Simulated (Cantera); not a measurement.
A closed system holds: 1 mol C, 2.1 mol NH3, 35 mol N2, equilibrated at 1023.15 K and 89000 Pa.

Equilibrium computed with Cantera from the NASA thermochemical tables; the gas is ideal and each condensed phase is pure. Candidate condensed phases: C, C6H6, C7H8, C8H18; 92 gas species. Kinetics and transport are ignored.

Base state: N2 0.920, H2 0.0795, CH4 0.000422 (mole fractions); condensed: C(graphite).

### Question
What changes in the equilibrium state with this change: C replaced by toluene?

### Answer
```json
[
 {"species": "N2", "before": "0.920", "after": "0.836"},
 {"species": "H2", "before": "0.0795", "after": "0.162"},
 {"species": "CH4", "before": "0.000422", "after": "0.00176"},
 {"species": "NH3", "before": "9.59e-6", "after": "2.66e-5"},
 {"species": "C(graphite), mol", "before": "0.983", "after": "6.92"}
]
```
